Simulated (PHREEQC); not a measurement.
Make-up at 20 °C: 0.0098 mol/kgw BaCl2, 3.2e-06 mol/kgw CO2 and 0.0013 mol/kgw KCl. Closed to the air; pH follows from the charge balance.

Computed with PHREEQC (ion-association model, wateq4f.dat).

Q: The ionic strength comes out as 0.0307 mol/kgw. What activity coefficients do Cl-, HCO3-, Ba+2, H+, K+ get?

A: Cl- 0.85, HCO3- 0.86, Ba+2 0.53, H+ 0.87, K+ 0.85.

This is a speciation only: nothing precipitates in the calculation. Species that the database lacks are ignored.
